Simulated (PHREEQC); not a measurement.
Solution (56 °C): 0.056 mol HF, 0.0013 mol (CH3)4NF and 2.8e-05 mol H2SO4 per kg of water. Closed to the air; pH follows from the charge balance.

Model: ion-association model, phreeqc.dat, run in PHREEQC.

The pH is 2.37 and the ionic strength is 0.00591 mol/kgw. The total alkalinity comes out as -56.1 meq/kg.

| species | molality | activity | log γ |
|---|---|---|---|
| HF | 0.0504 | 0.0505 | 0.001 |
| F- | 0.00479 | 0.00439 | -0.038 |
| H+ | 0.00459 | 0.00425 | -0.034 |
| (CH3)4N+ | 0.00130 | 0.00119 | -0.038 |
| HF2- | 0.00106 | 0.000970 | -0.038 |
| SO4-2 | 1.67e-5 | 1.19e-5 | -0.148 |

Precipitation was switched off in this run. (CH3)4N+ isn't in the database: it is added as a free cation with an ion size of 4 Å. At this temperature some constants are extrapolated from 25 °C, and those without enthalpy data are left unchanged.
